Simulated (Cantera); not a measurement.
An isothermal, constant-pressure homogeneous reactor starts with 98.2 % N₂O, 1.77 % H₂O, at 1050 K and 1.00 bar.

Detailed kinetics in Cantera: GRI-Mech 3.0 (53 species, 325 reactions). GRI-Mech 3.0 was tuned for natural gas; its chemistry of N2O as a main component is partial and can be far from experiment. The mechanism lacks the step 2 NO + O2 → 2 NO2, which can matter for NO2 below about 1400 K. The temperature is held fixed by assumption; the heat of reaction is taken as removed at once.

**Question.** Predict: x(N₂O) at 100 s; x(H₂O) at 100 s; x(NO) at 100 s; x(O) at 100 s.

**Answer.** 
```
Property                                           Result
---------------  ----------------------------------------
x(N₂O) at 100 s     0.109 (gas-phase equilibrium 4.36e-9)
x(H₂O) at 100 s     0.0125 (gas-phase equilibrium 0.0119)
x(NO) at 100 s     0.0199 (gas-phase equilibrium 6.08e-5)
x(O) at 100 s    2.77e-8 (gas-phase equilibrium 3.86e-10)
```
